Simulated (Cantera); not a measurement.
An isothermal, constant-pressure homogeneous reactor starts with CH₄ : H₂O : H₂ = 1 : 1.3 : 0.1 (molar parts), at 1825 K and 0.987 atm. Integrator tolerance rtol = 1e-08.

Detailed kinetics in Cantera: GRI-Mech 3.0 (53 species, 325 reactions).

**Question.** What does this change do: pressure from 0.987 atm to 3.45 atm?

**Answer.** 
```csv
quantity,before,after
x(CH₄) at 2.00 s,0.00141 (gas-phase equilibrium 2.20e-7),0.000956 (gas-phase equilibrium 2.70e-6)
x(H₂O) at 2.00 s,0.0660 (gas-phase equilibrium 0.0631),0.0643 (gas-phase equilibrium 0.0631)
x(H₂) at 2.00 s,0.706 (gas-phase equilibrium 0.709),0.708 (gas-phase equilibrium 0.709)
x(O) at 2.00 s,9.75e-10 (gas-phase equilibrium 9.39e-10),2.73e-10 (gas-phase equilibrium 2.68e-10)
x(OH) at 2.00 s,2.43e-6 (gas-phase equilibrium 2.32e-6),1.26e-6 (gas-phase equilibrium 1.24e-6)
```

**Question.** What does this change do: CH4 1 to 8.6 parts?

**Answer.** 
```json
[
 {"quantity": "x(CH₄) at 2.00 s", "before": "0.00141 (gas-phase equilibrium 2.20e-7)", "after": "0.0129 (gas-phase equilibrium 0.0129)"},
 {"quantity": "x(H₂O) at 2.00 s", "before": "0.0660 (gas-phase equilibrium 0.0631)", "after": "3.68e-7 (gas-phase equilibrium 3.67e-7)"},
 {"quantity": "x(H₂) at 2.00 s", "before": "0.706 (gas-phase equilibrium 0.709)", "after": "0.741 (gas-phase equilibrium 0.741)"},
 {"quantity": "x(O) at 2.00 s", "before": "9.75e-10 (gas-phase equilibrium 9.39e-10)", "after": "<1e-12 (gas-phase equilibrium <1e-12)"},
 {"quantity": "x(OH) at 2.00 s", "before": "2.43e-6 (gas-phase equilibrium 2.32e-6)", "after": "1.32e-11 (gas-phase equilibrium 1.32e-11)"}
]
```
GRI-Mech 3.0 stops at C3 and has no aromatics, soot or wall deposition, so with more carbon than oxygen in the feed, carbon stays in small species such as C2H2 where larger ones or solid carbon would form.
